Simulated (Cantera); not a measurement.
An adiabatic, constant-volume homogeneous reactor starts with CH₄ : O₂ : N₂ : H₂O = 1 : 3.12 : 11.8 : 0.61 (molar parts), at 1250 K and 100000 Pa. Integrator tolerance rtol = 1e-08.

Computed with Cantera and GRI-Mech 3.0 (53 species, 325 reactions).

What does this change do: H2O 0.61 to 0.21 parts?


```csv
quantity,before,after
time of steepest temperature rise,19.2 ms,18.1 ms
temperature at 0.300 s,2565 K,2595 K
equilibrium temperature,2565 K,2595 K
x(CH₄) at 0.300 s,<1e-12 (gas-phase equilibrium <1e-12),<1e-12 (gas-phase equilibrium <1e-12)
x(O₂) at 0.300 s,0.0612 (gas-phase equilibrium 0.0612),0.0626 (gas-phase equilibrium 0.0626)
x(H₂O) at 0.300 s,0.146 (gas-phase equilibrium 0.146),0.125 (gas-phase equilibrium 0.125)
x(CO₂) at 0.300 s,0.0522 (gas-phase equilibrium 0.0522),0.0525 (gas-phase equilibrium 0.0525)
x(NO) at 0.300 s,0.0131 (gas-phase equilibrium 0.0131),0.0141 (gas-phase equilibrium 0.0141)
x(CO) at 0.300 s,0.00760 (gas-phase equilibrium 0.00760),0.00873 (gas-phase equilibrium 0.00873)
```

What does this change do: initial temperature 1250 to 1350 K?


```csv
quantity,before,after
time of steepest temperature rise,19.2 ms,5.34 ms
temperature at 0.300 s,2565 K,2610 K
equilibrium temperature,2565 K,2610 K
x(CH₄) at 0.300 s,<1e-12 (gas-phase equilibrium <1e-12),<1e-12 (gas-phase equilibrium <1e-12)
x(O₂) at 0.300 s,0.0612 (gas-phase equilibrium 0.0612),0.0611 (gas-phase equilibrium 0.0611)
x(H₂O) at 0.300 s,0.146 (gas-phase equilibrium 0.146),0.143 (gas-phase equilibrium 0.143)
x(CO₂) at 0.300 s,0.0522 (gas-phase equilibrium 0.0522),0.0502 (gas-phase equilibrium 0.0502)
x(NO) at 0.300 s,0.0131 (gas-phase equilibrium 0.0131),0.0141 (gas-phase equilibrium 0.0141)
x(CO) at 0.300 s,0.00760 (gas-phase equilibrium 0.00760),0.00940 (gas-phase equilibrium 0.00940)
```
